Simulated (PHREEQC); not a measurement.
0.18 g of hydrous ferric oxide (600 m²/g; 0.2 weak and 0.005 strong sites per Fe, Dzombak-Morel constants, diffuse double layer) in 1 kg of water with 0.05 mol/kgw of an inert sodium salt and 6e-06 mol H3BO3, 0.00037 mol BaCl2 and 4.4e-07 mol MgCl2, at 25 °C; the pH is set by adding NaOH or the inert anion's acid. Oxygen is held at 0.21 atm. CO2 from the air is kept out. No solid was allowed to form.

Computed with PHREEQC (ion-association model, wateq4f.dat).

| pH | B sorbed (%) | Ba sorbed (%) | Mg sorbed (%) | surface charge σ (C/m²) | surface potential ψ (mV) |
|---|---|---|---|---|---|
| 3 | 0.0 | 0.0 | 0.0 | 0.357 | 169 |
| 3.75 | 0.0 | 0.0 | 0.0 | 0.318 | 163 |
| 4.5 | 0.1 | 0.0 | 0.0 | 0.239 | 149 |
| 4.88 | 0.1 | 0.0 | 0.0 | 0.195 | 138 |
| 5.62 | 0.1 | 0.0 | 0.0 | 0.120 | 114 |
| 6.38 | 0.1 | 0.1 | 0.0 | 0.065 | 84 |
| 7.12 | 0.1 | 1.1 | 0.7 | 0.031 | 51 |
| 7.5 | 0.1 | 2.0 | 3.0 | 0.019 | 34 |
| 8.25 | 0.1 | 2.8 | 42.0 | -0.001 | -2 |
| 9 | 0.1 | 6.1 | 93.6 | -0.021 | -37 |

Species that the database lacks are ignored. The oxide is taken as insoluble; below pH 4 it would dissolve.
